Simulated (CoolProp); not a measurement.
Model: reference Helmholtz-energy equation of state, Schroeder 2014, in CoolProp.

Q: For ethanol, give the phase and the Joule-Thomson coefficient (K/MPa) at 541.9 K and 0.101 MPa.

A: 
- 541.9 K and 0.101 MPa: gas; Joule-Thomson coefficient 7.93
